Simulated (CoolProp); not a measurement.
200 sccm (0 °C, 1 atm) of nitrogen bubbles through liquid octamethyltrisiloxane (MDM) at 301.8 K and leaves saturated at a total pressure of 0.00436 MPa (ideal gas phase). Each further row changes one setting.

Values from CoolProp's reference Helmholtz-energy equation of state, Thol 2017.

| case | vapour pressure (kPa) | mole fraction of vapour | delivery (mg/min) | delivery (sccm) | change of delivery for a bath 1 K warmer (%) |
|---|---|---|---|---|---|
| as stated | 0.632 | 0.145 | 358 | 33.9 | 7.7 |
| bath temperature 306.8 K | 0.862 | 0.198 | 520 | 49.3 | 7.9 |
| total pressure 0.00872 MPa | 0.632 | 0.0725 | 165 | 15.6 | 7.1 |
